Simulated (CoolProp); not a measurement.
A closed Brayton cycle with carbon dioxide: compressor inlet 324.15 K and 7.8 MPa, high pressure 20.5 MPa, turbine inlet 965 K, compressor efficiency 0.8, turbine efficiency 0.85, recuperator effectiveness 0.8 (on enthalpy, no pinch check). Each further row changes one setting.

Values from CoolProp's reference Helmholtz-energy equation of state, Span 1996.

```tsv
case	thermal efficiency (%)	net work (kJ/kg)	compressor to turbine work	compressor exit (K)	turbine exit (K)
as stated	28.2	88.2	0.38	408.8	844.6
turbine inlet 915 K	27.3	80.3	0.40	408.8	798.7
compressor inlet 334.15 K	27.3	82.0	0.42	424.3	844.6
high pressure 17.4 MPa	26.1	76.0	0.36	393.9	864.3
recuperator effectiveness 0.5	19.0	88.2	0.38	408.8	844.6
```
